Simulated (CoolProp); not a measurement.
The fluid at 293.15 K and 10.1 MPa flows at 3.2 m/s in a round tube of 2 mm bore and 45 µm roughness, fully developed (64/Re and Nu = 3.66 if laminar; Colebrook and Gnielinski if turbulent). The same conditions are run with several fluids, on thermodynamics alone (safety and materials aside).

The numbers come from the reference Helmholtz-energy equation of state of each fluid (oxygen: Schmidt 1985; methane: Setzmann 1991; nitrogen: Span 2000; C2F6 (R116): Lemmon 2006; CF4 (R14): Platzer 1990) in CoolProp. The equations of Platzer and Polt are older, rougher fits.

Rank oxygen, methane, nitrogen, C2F6 (R116), CF4 (R14) by Reynolds number, highest first.

CF4 (R14) (107000), C2F6 (R116) (60300), oxygen (39200), nitrogen (37600), methane (36800)

| fluid | Darcy friction factor | pressure drop (Pa/m) | heat-transfer coefficient (W/(m² K)) | mass flow (kg/h) |
|---|---|---|---|---|
| oxygen | 0.0518 | 18600 | 3600 | 5.07 |
| methane | 0.0519 | 10500 | 5080 | 2.87 |
| nitrogen | 0.0519 | 15400 | 3370 | 4.20 |
| C2F6 (R116) | 0.0515 | 157000 | 13500 | 43.1 |
| CF4 (R14) | 0.0512 | 71000 | 10200 | 19.6 |

Transport values come from each fluid's own correlations; those of C2F6 (R116), CF4 (R14) are estimates that may be off by 10 % or more.
